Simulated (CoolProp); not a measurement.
20 sccm (0 °C, 1 atm) of nitrogen bubbles through liquid water at 354.8 K and leaves saturated at a total pressure of 0.15 MPa (ideal gas phase). Each further row changes one setting.

Computed with CoolProp (reference Helmholtz-energy equation of state, Wagner 2002).

```tsv
case	vapour pressure (kPa)	mole fraction of vapour	delivery (mg/min)	delivery (sccm)	change of delivery for a bath 1 K warmer (%)
as stated	50.7	0.338	8.20	10.2	6.3
bath temperature 359.8 K	61.7	0.411	11.2	14.0	6.9
total pressure 0.3 MPa	50.7	0.169	3.27	4.06	4.9
```
